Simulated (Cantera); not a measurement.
An isothermal, constant-pressure homogeneous reactor starts with CO : O2 : H2O : N2 = 0.026 : 0.05 : 0.0052 : 1 (molar parts), equivalence ratio 0.26, at 1200 K and 13300 Pa. Integrator tolerance rtol = 1e-08.

Model: GRI-Mech 3.0 (53 species, 325 reactions), integrated in Cantera.

What does this change do: temperature 1200 to 1500 K?


```tsv
quantity	before	after
x(CO) at 60.0 s	7.14e-9 (gas-phase equilibrium 6.29e-9)	1.76e-6 (gas-phase equilibrium 1.77e-6)
x(O2) at 60.0 s	0.0346 (gas-phase equilibrium 0.0346)	0.0346 (gas-phase equilibrium 0.0344)
x(H2O) at 60.0 s	0.00487 (gas-phase equilibrium 0.00487)	0.00486 (gas-phase equilibrium 0.00486)
x(NO) at 60.0 s	2.16e-6 (gas-phase equilibrium 8.70e-5)	1.31e-5 (gas-phase equilibrium 0.000542)
x(H) at 60.0 s	1.94e-11 (gas-phase equilibrium 1.65e-11)	1.79e-8 (gas-phase equilibrium 1.79e-8)
```

What does this change do: temperature 1200 to 1248 K?


```csv
quantity,before,after
x(CO) at 60.0 s,7.14e-9 (gas-phase equilibrium 6.29e-9),1.88e-8 (gas-phase equilibrium 1.87e-8)
x(O2) at 60.0 s,0.0346 (gas-phase equilibrium 0.0346),0.0346 (gas-phase equilibrium 0.0346)
x(H2O) at 60.0 s,0.00487 (gas-phase equilibrium 0.00487),0.00487 (gas-phase equilibrium 0.00487)
x(NO) at 60.0 s,2.16e-6 (gas-phase equilibrium 8.70e-5),3.20e-6 (gas-phase equilibrium 0.000124)
x(H) at 60.0 s,1.94e-11 (gas-phase equilibrium 1.65e-11),6.37e-11 (gas-phase equilibrium 6.30e-11)
```
